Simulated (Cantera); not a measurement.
# Ignition delay

Mixture: 4.55 % CO, 0.169 % H2, 4.51 % CH4, 21.1 % O2, 69.7 % N2, equivalence ratio 0.54, at 3750 Torr, adiabatic and at constant volume. Ignition delay is the time to a rise of 400 K.

Cantera simulation using GRI-Mech 3.0 (53 species, 325 reactions); the numbers are that mechanism's predictions, not measurements.

| T0 (K) | delay (ms) |
|---|---|
| 1125 | 13.6 |
| 1225 | 3.55 |
| 1325 | 1.06 |
| 1425 | 0.365 |
| 1525 | 0.144 |
| 1625 | 0.0652 |
| 1725 | 0.0328 |
| 1825 | 0.0180 |
| 1925 | 0.0106 |

```json
{
 "apparent activation energy between 1725 and 1925 K": "160 kJ/mol"
}
```
